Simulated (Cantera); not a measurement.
Feed: 1 mol PbO, 1.6 mol CH₄, 0.052 mol CO, held at 1925 K and 95.0 mbar.

These are equilibrium values from Cantera (NASA tables, ideal gas, pure condensed phases), not measurements of a reactor. Candidate condensed phases: C, C₆H₆, C₇H₈, C₈H₁₈, H₂O, Pb, PbO, PbO₂, Pb₃O₄; 113 gas species. Equilibrium is a limit: real reactors are often held back by kinetics, nucleation or transport.

Base state: H₂ 0.607, CO 0.200, Pb 0.190, H 0.00242, C₂H₂ (acetylene) 0.000278, Pb₂ 1.94e-5, CH₄ 1.83e-5 (mole fractions); condensed: C(graphite).

Q: What changes in the equilibrium state with this change: temperature from 1925 K to 2523 K?

A: 
```json
[
 {"species": "H₂", "before": "0.607", "after": "0.549"},
 {"species": "CO", "before": "0.200", "after": "0.194"},
 {"species": "Pb", "before": "0.190", "after": "0.184"},
 {"species": "H", "before": "0.00242", "after": "0.0668"},
 {"species": "C₂H", "before": "1.59e-8", "after": "6.00e-5"},
 {"species": "C₄H₂", "before": "5.08e-8", "after": "3.22e-5"},
 {"species": "C₂H₂ (acetylene)", "before": "0.000278", "after": "0.00654"},
 {"species": "CH₄", "before": "1.83e-5", "after": "4.14e-6"},
 {"species": "C(graphite), mol", "before": "0.597", "after": "0.527"}
]
```

Q: What changes in the equilibrium state with this change: temperature from 1925 K to 2575 K?

A: 
```csv
species,before,after
H₂,0.607,0.535
CO,0.200,0.192
Pb,0.190,0.183
H,0.00242,0.0822
C₃,<1e-9,1.62e-5
C₂H,1.59e-8,0.000101
C₄H₂,5.08e-8,4.79e-5
"C(graphite), mol",0.597,0.511
```
